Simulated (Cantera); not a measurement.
A perfectly stirred reactor is fed with NO : N₂ = 1 : 0.85 (molar parts), at 1.01 bar; it is held at 1950 K, and followed from long to short residence time.

Detailed kinetics in Cantera: GRI-Mech 3.0 (53 species, 325 reactions).

x: mole fraction; the columns are a selection and need not sum to one.

```csv
τ (s),x NO,x O,x NO₂,x N₂,x N₂O,x O₂
1.7,0.236,0.000179,[?],0.612,2.41e-5,0.152
0.74,0.330,0.000151,0.000447,0.565,4.75e-5,0.105
0.32,0.416,0.000120,0.000442,0.522,7.65e-5,0.0619
0.14,0.476,9.17e-5,[?],0.492,0.000101,0.0320
0.061,0.510,7.07e-5,[?],0.475,0.000117,0.0150
0.026,0.527,5.70e-5,[?],0.466,0.000125,0.00649
0.011,0.535,4.90e-5,[?],0.462,0.000125,0.00267
0.0050,0.538,4.41e-5,[?],0.461,0.000120,0.00112
0.0022,0.539,3.89e-5,[?],0.460,0.000107,0.000413
0.00094,0.540,3.12e-5,[?],0.460,8.42e-5,0.000117
```

Question: What belongs in the gaps?

Answer: 
- 1.7, x NO₂: 0.000381
- 0.14, x NO₂: 0.000382
- 0.061, x NO₂: 0.000310
- 0.026, x NO₂: 0.000253
- 0.011, x NO₂: 0.000218
- 0.0050, x NO₂: 0.000195
- 0.0022, x NO₂: 0.000169
- 0.00094, x NO₂: 0.000131
